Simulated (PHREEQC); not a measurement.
Dissolve 0.023 mol H3PO4 and 0.0001 mol H2SO4 per kg of water at 25 °C. Closed to the air; pH follows from the charge balance.

Equilibrium calculation in PHREEQC: ion-association model, phreeqc.dat.

Precipitation was switched off in this run.

Q: Predict the pH, specific conductance.

A: pH 2.02; specific conductance 3680 µS/cm.

Q: In which forms is S present?

A: SO4-2 60 %, HSO4- 40 % of the S.
